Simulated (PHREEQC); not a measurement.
Dissolve 0.0026 mol Ni(NO3)2, 0.0033 mol Na2SO4 and 0.00021 mol HCl per kg of water at 20 °C. Closed to the air; pH follows from the charge balance.

All values are PHREEQC results (ion-association model, wateq4f.dat), not measurements.

```
Quantity                   Value
----------------  --------------
pH                          3.79
ionic strength    0.0161 mol/kgw
total alkalinity   -0.210 meq/kg
```

```tsv
species	molality	activity	log γ
Na+	0.00655	0.00578	-0.054
NO3-	0.00520	0.00456	-0.057
SO4-2	0.00280	0.00171	-0.213
Ni+2	0.00218	0.00132	-0.218
NiSO4	0.000420	0.000422	0.002
Cl-	0.000209	0.000184	-0.056
H+	0.000182	0.000164	-0.047
NaSO4-	5.42e-5	4.81e-5	-0.052
HSO4-	2.78e-5	2.45e-5	-0.054
NiCl+	6.92e-7	6.10e-7	-0.054
```

This is a speciation only: nothing precipitates in the calculation. Complexes and solids missing from the database can't appear.
